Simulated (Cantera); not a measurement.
Input (Python, Cantera):

```python
import numpy as np
import cantera as ct

gas = ct.Solution("gri30.yaml")
gas.TPX = 1298, 1333, {'N2O': 1, 'O2': 0.054}
inlet = ct.Reservoir(gas, clone=True)

reactor = ct.IdealGasConstPressureReactor(gas, energy="off", clone=False)
exhaust = ct.Reservoir(gas, clone=True)
tau = [6.2, 2.4, 0.96, 0.38, 0.15, 0.059, 0.023, 0.0091, 0.0036, 0.0014, 0.00056][0]
for a, b in ((inlet, reactor), (reactor, exhaust)):
    ct.MassFlowController(a, b, mdot=lambda t: reactor.mass / tau)
net = ct.ReactorNet([reactor])
show = ['N2O', 'O2', 'NO2', 'NO', 'O', 'N2']

rows = []
print(f"{'tau/s':>10s}{'T/K':>9s}" + "".join(f"{s:>11s}" for s in show))
for tau in [6.2, 2.4, 0.96, 0.38, 0.15, 0.059, 0.023, 0.0091, 0.0036, 0.0014, 0.00056]:
    net.initial_time = 0.0
    net.advance(30 * tau)
    before = gas.X
    net.advance(40 * tau)
    drift = np.max(np.abs(gas.X - before) / (gas.X + 1e-9))
    rows.append([gas.T, *gas[show].X, drift])
    print(f"{tau:10.3e}{gas.T:9.1f}" + "".join(f"{x:11.3e}" for x in gas[show].X))
```

Output:

```
     tau/s      T/K        N2O         O2        NO2         NO          O         N2
 6.200e+00   1298.0  6.693e-01  1.272e-01  5.179e-06  2.795e-02  7.432e-06  1.755e-01
 2.400e+00   1298.0  8.167e-01  8.711e-02  2.045e-06  1.322e-02  7.439e-06  8.295e-02
 9.600e-01   1298.0  8.911e-01  6.689e-02  7.310e-07  5.769e-03  7.440e-06  3.621e-02
 3.800e-01   1298.0  9.251e-01  5.766e-02  2.208e-07  2.370e-03  7.437e-06  1.488e-02
 1.500e-01   1298.0  9.393e-01  5.381e-02  5.407e-08  9.486e-04  7.427e-06  5.958e-03
 5.900e-02   1298.0  9.450e-01  5.225e-02  1.075e-08  3.741e-04  7.402e-06  2.354e-03
 2.300e-02   1298.0  9.473e-01  5.163e-02  1.819e-09  1.449e-04  7.335e-06  9.162e-04
 9.100e-03   1298.0  9.482e-01  5.139e-02  2.881e-10  5.611e-05  7.174e-06  3.592e-04
 3.600e-03   1298.0  9.485e-01  5.129e-02  4.178e-11  2.104e-05  6.797e-06  1.388e-04
 1.400e-03   1298.0  9.487e-01  5.125e-02  5.064e-12  7.198e-06  5.979e-06  5.113e-05
 5.600e-04   1298.0  9.487e-01  5.124e-02  5.157e-13  2.223e-06  4.615e-06  1.856e-05
```

Cantera simulation using GRI-Mech 3.0 (53 species, 325 reactions); the numbers are that mechanism's predictions, not measurements. GRI-Mech 3.0 was tuned for natural gas; its chemistry of N2O as a main component is partial and can be far from experiment. Radical loss at walls, strong at low pressure, is not modelled. The mechanism lacks the step 2 NO + O2 → 2 NO2, which can matter for NO2 below about 1400 K. The temperature is held fixed by assumption; the heat of reaction is taken as removed at once.
